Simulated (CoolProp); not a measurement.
Aqueous sodium chloride as a coolant, 14 % by mass, freezing at -9.9 °C, 1 atm.

Values from CoolProp's Melinder's fits for secondary coolants.

```json
[
 {"T (°C)": "-8.3", "cp (kJ/(kg K))": "3.530", "conductivity (W/(m K))": "0.540", "density (kg/m³)": "[?]", "Prandtl number": "19.6"},
 {"T (°C)": "-1.1", "cp (kJ/(kg K))": "3.547", "conductivity (W/(m K))": "0.551", "density (kg/m³)": "1109", "Prandtl number": "15.1"},
 {"T (°C)": "6.1", "cp (kJ/(kg K))": "3.562", "conductivity (W/(m K))": "[?]", "density (kg/m³)": "1106", "Prandtl number": "11.9"},
 {"T (°C)": "13.3", "cp (kJ/(kg K))": "3.575", "conductivity (W/(m K))": "[?]", "density (kg/m³)": "1103", "Prandtl number": "9.60"},
 {"T (°C)": "20.4", "cp (kJ/(kg K))": "3.585", "conductivity (W/(m K))": "0.585", "density (kg/m³)": "1101", "Prandtl number": "7.91"},
 {"T (°C)": "27.6", "cp (kJ/(kg K))": "3.593", "conductivity (W/(m K))": "[?]", "density (kg/m³)": "1098", "Prandtl number": "6.64"},
 {"T (°C)": "34.8", "cp (kJ/(kg K))": "3.600", "conductivity (W/(m K))": "0.608", "density (kg/m³)": "1094", "Prandtl number": "5.69"}
]
```

Task: What belongs in the gaps?

Result: 
- -8.3, density (kg/m³): 1111
- 6.1, conductivity (W/(m K)): 0.563
- 13.3, conductivity (W/(m K)): 0.574
- 27.6, conductivity (W/(m K)): 0.597
